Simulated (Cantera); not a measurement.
An isothermal, constant-pressure homogeneous reactor starts with CH₄ : N₂ = 1 : 4.3 (molar parts), at 1950 K and 5200 Pa.

Computed with Cantera and GRI-Mech 3.0 (53 species, 325 reactions). GRI-Mech 3.0 stops at C3 and has no aromatics, soot or wall deposition, so with more carbon than oxygen in the feed, carbon stays in small species such as C2H2 where larger ones or solid carbon would form.

x: mole fraction; the columns are a selection and need not sum to one.

| t (s) | x CH₄ | x C₂H₄ | x C₂H₂ | x HCN | x H₂ | x H |
|---|---|---|---|---|---|---|
| 0.000800 | 0.178 | 0.00194 | 0.000287 | 7.62e-9 | 0.00739 | ___ |
| 0.00318 | 0.0897 | 0.00804 | 0.0310 | 1.23e-6 | 0.112 | ___ |
| 0.0127 | 0.0195 | 0.000362 | 0.0699 | 9.76e-6 | 0.211 | ___ |
| 0.0504 | 0.00246 | 1.85e-5 | 0.0780 | 3.23e-5 | 0.234 | ___ |
| 0.201 | 0.000264 | 8.88e-6 | 0.0791 | 7.32e-5 | 0.236 | 0.00239 |
| 0.798 | 4.92e-5 | 8.69e-6 | 0.0792 | 0.000109 | 0.236 | 0.00246 |
| 3.17 | 2.73e-5 | 8.68e-6 | 0.0792 | 0.000153 | 0.237 | 0.00246 |
| 12.6 | 2.74e-5 | 8.68e-6 | 0.0791 | 0.000301 | 0.237 | 0.00246 |
| 50.3 | 2.83e-5 | 8.65e-6 | 0.0788 | 0.000841 | 0.237 | 0.00246 |
| 200 | 2.99e-5 | 8.55e-6 | 0.0780 | 0.00256 | 0.237 | 0.00246 |

### Question
What belongs in the gaps?

### Answer

- 0.000800, x H: 4.88e-5
- 0.00318, x H: 0.000517
- 0.0127, x H: 0.00106
- 0.0504, x H: 0.00177
